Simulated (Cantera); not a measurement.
An isothermal, constant-pressure homogeneous reactor starts with CH₄ : CO₂ = 1 : 3.7 (molar parts), at 1500 K and 100.0 Torr. Integrator tolerance rtol = 1e-08.

Computed with Cantera and GRI-Mech 3.0 (53 species, 325 reactions).

### Question
What does this change do: CO2 3.7 to 0.45 parts?

### Answer
```tsv
quantity	before	after
x(CH₄) at 200 s	0.000330 (gas-phase equilibrium 4.66e-10)	0.0158 (gas-phase equilibrium 0.0147)
x(CO₂) at 200 s	0.235 (gas-phase equilibrium 0.234)	0.00108 (gas-phase equilibrium 6.75e-8)
x(C₂H₄) at 200 s	1.48e-7 (gas-phase equilibrium <1e-12)	0.00195 (gas-phase equilibrium 0.00190)
x(CH₂) at 200 s	7.24e-11 (gas-phase equilibrium <1e-12)	1.18e-9 (gas-phase equilibrium 1.00e-9)
x(O) at 200 s	6.25e-11 (gas-phase equilibrium 7.56e-11)	<1e-12 (gas-phase equilibrium <1e-12)
x(H) at 200 s	1.59e-5 (gas-phase equilibrium 1.75e-5)	3.67e-5 (gas-phase equilibrium 3.70e-5)
```
GRI-Mech 3.0 stops at C3 and has no aromatics, soot or wall deposition, so with more carbon than oxygen in the feed, carbon stays in small species such as C2H2 where larger ones or solid carbon would form.
